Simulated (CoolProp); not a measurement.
Vapour pressure (MPa) of ethylbenzene: the reference equation beside estimates from Tc = 617.1 K, pc = 3.622 MPa, ω = 0.304. Clausius-Clapeyron is anchored at 491.4 K with a constant enthalpy of vaporisation of 29.37 kJ/mol.

Computed with CoolProp (reference Helmholtz-energy equation of state, Zhou 2012).

```json
[
 {"T (K)": "491.4", "reference": "0.6049", "Lee-Kesler": "0.6120", "Clausius-Clapeyron": "0.6049", "Soave-Redlich-Kwong": "0.6146", "Peng-Robinson": "0.6068"},
 {"T (K)": "493.3", "reference": "0.6255", "Lee-Kesler": "0.6329", "Clausius-Clapeyron": "0.6219", "Soave-Redlich-Kwong": "0.6358", "Peng-Robinson": "0.6277"},
 {"T (K)": "495.2", "reference": "0.6466", "Lee-Kesler": "0.6543", "Clausius-Clapeyron": "0.6392", "Soave-Redlich-Kwong": "0.6576", "Peng-Robinson": "0.6490"},
 {"T (K)": "497.1", "reference": "0.6683", "Lee-Kesler": "0.6763", "Clausius-Clapeyron": "0.6568", "Soave-Redlich-Kwong": "0.6798", "Peng-Robinson": "0.6710"},
 {"T (K)": "499", "reference": "0.6905", "Lee-Kesler": "0.6988", "Clausius-Clapeyron": "0.6749", "Soave-Redlich-Kwong": "0.7027", "Peng-Robinson": "0.6935"},
 {"T (K)": "500.9", "reference": "0.7132", "Lee-Kesler": "0.7219", "Clausius-Clapeyron": "0.6932", "Soave-Redlich-Kwong": "0.7261", "Peng-Robinson": "0.7165"},
 {"T (K)": "502.8", "reference": "0.7365", "Lee-Kesler": "0.7455", "Clausius-Clapeyron": "0.7119", "Soave-Redlich-Kwong": "0.7501", "Peng-Robinson": "0.7401"},
 {"T (K)": "504.8", "reference": "0.7616", "Lee-Kesler": "0.7709", "Clausius-Clapeyron": "0.7320", "Soave-Redlich-Kwong": "0.7760", "Peng-Robinson": "0.7656"},
 {"T (K)": "506.7", "reference": "0.7861", "Lee-Kesler": "0.7957", "Clausius-Clapeyron": "0.7515", "Soave-Redlich-Kwong": "0.8012", "Peng-Robinson": "0.7905"},
 {"T (K)": "508.6", "reference": "0.8112", "Lee-Kesler": "0.8211", "Clausius-Clapeyron": "0.7713", "Soave-Redlich-Kwong": "0.8270", "Peng-Robinson": "0.8159"},
 {"T (K)": "510.5", "reference": "0.8368", "Lee-Kesler": "0.8470", "Clausius-Clapeyron": "0.7915", "Soave-Redlich-Kwong": "0.8535", "Peng-Robinson": "0.8420"},
 {"T (K)": "512.4", "reference": "0.8631", "Lee-Kesler": "0.8736", "Clausius-Clapeyron": "0.8121", "Soave-Redlich-Kwong": "0.8805", "Peng-Robinson": "0.8686"},
 {"T (K)": "514.3", "reference": "0.8899", "Lee-Kesler": "0.9008", "Clausius-Clapeyron": "0.8331", "Soave-Redlich-Kwong": "0.9082", "Peng-Robinson": "0.8959"},
 {"T (K)": "516.2", "reference": "0.9174", "Lee-Kesler": "0.9286", "Clausius-Clapeyron": "0.8544", "Soave-Redlich-Kwong": "0.9366", "Peng-Robinson": "0.9239"},
 {"T (K)": "518.1", "reference": "0.9455", "Lee-Kesler": "0.9570", "Clausius-Clapeyron": "0.8761", "Soave-Redlich-Kwong": "0.9656", "Peng-Robinson": "0.9525"}
]
```

Absolute difference from the reference over all 15 rows, mean and median: Lee-Kesler 1.2 and 1.2 %, Clausius-Clapeyron 3.8 and 3.9 %, Soave-Redlich-Kwong 1.9 and 1.9 %, Peng-Robinson 0.5 and 0.5 %.
